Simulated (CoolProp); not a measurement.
Vapour-liquid equilibrium of propane (1) + n-pentane (2) at 308.9 K; x and y are mole fractions of (1).

The numbers come from the multi-fluid Helmholtz-energy mixture model, Lemmon 2009 and Thol 2019; pair parameters Kunz 2012 in CoolProp.

Question: Give the bubble pressure and the first vapour's composition at x = 0.2, 0.425, 0.725. Is there an azeotrope?

Answer: x = 0.2: 0.3332 MPa, y = 0.733; x = 0.425: 0.5787 MPa, y = 0.875; x = 0.725: 0.9056 MPa, y = 0.952. No azeotrope shows between x = 0.05 and 0.95.

Pair parameters are fitted to limited data, so mixtures are less certain than the pure fluids. The gap from Raoult's law changes sign with composition, which may be real or a fault of the pair parameters; it wasn't checked against measurements.
